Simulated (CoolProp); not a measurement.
Saturation properties of 1-butene.

The numbers come from the reference Helmholtz-energy equation of state, Lemmon 2005 in CoolProp. It is a short technical equation, of lower accuracy than the large ones.

```json
[
 {"T (K)": "333.3", "p (MPa)": "0.7645", "liquid density (kg/m³)": "540.7", "vapour density (kg/m³)": "18.52", "enthalpy of vaporisation (kJ/kg)": "317.0", "liquid cp (kJ/(kg K))": "2.531"},
 {"T (K)": "337", "p (MPa)": "0.8342", "liquid density (kg/m³)": "535.2", "vapour density (kg/m³)": "20.24", "enthalpy of vaporisation (kJ/kg)": "311.7", "liquid cp (kJ/(kg K))": "2.561"},
 {"T (K)": "340.7", "p (MPa)": "0.9085", "liquid density (kg/m³)": "529.6", "vapour density (kg/m³)": "22.08", "enthalpy of vaporisation (kJ/kg)": "306.3", "liquid cp (kJ/(kg K))": "2.592"},
 {"T (K)": "344.4", "p (MPa)": "0.9876", "liquid density (kg/m³)": "523.8", "vapour density (kg/m³)": "24.07", "enthalpy of vaporisation (kJ/kg)": "300.7", "liquid cp (kJ/(kg K))": "2.625"},
 {"T (K)": "348.1", "p (MPa)": "1.072", "liquid density (kg/m³)": "517.9", "vapour density (kg/m³)": "26.22", "enthalpy of vaporisation (kJ/kg)": "294.9", "liquid cp (kJ/(kg K))": "2.660"},
 {"T (K)": "351.8", "p (MPa)": "1.161", "liquid density (kg/m³)": "511.9", "vapour density (kg/m³)": "28.53", "enthalpy of vaporisation (kJ/kg)": "288.9", "liquid cp (kJ/(kg K))": "2.698"},
 {"T (K)": "355.5", "p (MPa)": "1.255", "liquid density (kg/m³)": "505.7", "vapour density (kg/m³)": "31.03", "enthalpy of vaporisation (kJ/kg)": "282.7", "liquid cp (kJ/(kg K))": "2.738"},
 {"T (K)": "359.1", "p (MPa)": "1.353", "liquid density (kg/m³)": "499.4", "vapour density (kg/m³)": "33.66", "enthalpy of vaporisation (kJ/kg)": "276.4", "liquid cp (kJ/(kg K))": "2.781"},
 {"T (K)": "362.8", "p (MPa)": "1.458", "liquid density (kg/m³)": "492.8", "vapour density (kg/m³)": "36.58", "enthalpy of vaporisation (kJ/kg)": "269.6", "liquid cp (kJ/(kg K))": "2.829"}
]
```

It boils at 266.8 K under 1 atm.
